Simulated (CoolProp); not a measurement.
R134a along the isobar 4.31 MPa: Z from the reference equation and from simpler models built on Tc = 101.1 °C, pc = 4.059 MPa, ω = 0.327; each cubic takes its own stable root.

Computed with CoolProp (reference Helmholtz-energy equation of state, Tillner-Roth 1994).

| T (°C) | phase | reference |
|---|---|---|
| 27.15 | liquid | 0.1444 |
| 34.75 | liquid | 0.1442 |
| 42.25 | liquid | 0.1442 |
| 49.85 | liquid | 0.1447 |
| 57.45 | liquid | 0.1457 |
| 64.95 | liquid | 0.1474 |
| 72.55 | liquid | 0.1499 |
| 80.05 | liquid | 0.1538 |
| 87.65 | liquid | 0.1599 |
| 95.25 | liquid | 0.1712 |

How far does each simpler model (van der Waals, Redlich-Kwong, Soave-Redlich-Kwong, Peng-Robinson) lie from the reference over these 10 states: mean and median of the absolute difference, and the worst?


- van der Waals: mean 67.2 %, median 67.7 %, worst +69.4 % at 27.15 °C and 4.31 MPa
- Redlich-Kwong: mean 25.7 %, median 24.9 %, worst +32.5 % at 95.25 °C and 4.31 MPa
- Soave-Redlich-Kwong: mean 20.0 %, median 18.7 %, worst +28.9 % at 95.25 °C and 4.31 MPa
- Peng-Robinson: mean 6.5 %, median 5.1 %, worst +15.8 % at 95.25 °C and 4.31 MPa
